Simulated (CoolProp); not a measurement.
Model: reference Helmholtz-energy equation of state, Jacobsen 1992, in CoolProp.

For R11, give the phase and the Z, Prandtl number at -44.05 °C and 0.0562 MPa.


- -44.05 °C and 0.0562 MPa: liquid; Z 0.00249, Prandtl number 7.84

Viscosity comes from a separate model (Klein 1997), an estimate that may be off by 10 % or more. Thermal conductivity comes from a separate model (McLinden 2000), an estimate that may be off by 10 % or more.
